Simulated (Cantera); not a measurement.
An isothermal, constant-pressure homogeneous reactor starts with 9.09 % H₂, 90.9 % O₂, at 1400 K and 0.0120 bar.

Detailed kinetics in Cantera: GRI-Mech 3.0 (53 species, 325 reactions). Radical loss at walls, strong at low pressure, is not modelled. The temperature is held fixed by assumption; the heat of reaction is taken as removed at once.

One state of this run: x H₂ = 1.42e-6; x O₂ = 0.905; x H = 1.81e-7; x HO₂ = 6.39e-8; x H₂O = 0.0951. x: mole fraction; the columns are a selection and need not sum to one.

Problem. Which value of t (s) does it belong to?
A. 0.121
B. 1.10
C. 4.79
D. 0.252

Solution. C, 4.79
